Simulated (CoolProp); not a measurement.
A simple Rankine cycle with water: condensing at 321.15 K, boiler at 0.113 MPa, turbine inlet 526.2 K, turbine efficiency 0.9, pump efficiency 0.8, no recuperator. Each further row changes one setting.

Values from CoolProp's reference Helmholtz-energy equation of state, Wagner 2002.

```tsv
case	thermal efficiency (%)	net work (kJ/kg)	heat in (kJ/kg)	turbine exit temperature (K)	volume ratio over the turbine
as stated	14.0	388	2780	323.4	6.22
turbine inlet 546.2 K	14.3	402	2820	?	6.23
condensing temperature 313.15 K	15.7	441	?	313.1	8.98
boiler pressure 0.0791 MPa	12.3	341	2780	348.6	?
turbine efficiency 0.8	12.4	345	2780	345.9	6.65
```

Problem. Complete the blanks.

Solution. 
- turbine inlet 546.2 K, turbine exit temperature (K): 336.7
- condensing temperature 313.15 K, heat in (kJ/kg): 2810
- boiler pressure 0.0791 MPa, volume ratio over the turbine: 4.69

The expansion ends wet for: condensing temperature 313.15 K.
